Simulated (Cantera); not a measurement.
A freely propagating, adiabatic, planar premixed flame of 44.4 % H2, 11.7 % O2, 43.9 % N2, equivalence ratio 1.9, unburnt at 300 K and 100.0 Torr; mixture-averaged transport, grid criteria slope 0.08 and curve 0.16, no radiation.

Model: the H2/O2 subset of GRI-Mech 3.0, which has no nitrogen chemistry, integrated in Cantera. Burning velocities carry a grid error of a few per cent, more on coarse grids.

Task: Predict: laminar burning velocity; thermal thickness; peak x(OH); peak x(O); peak x(H).

Result: 
```
Quantity                    Result
------------------------  --------
laminar burning velocity  244 cm/s
thermal thickness          4.91 mm
peak x(OH)                 0.00379
peak x(O)                  0.00413
peak x(H)                    0.108
```
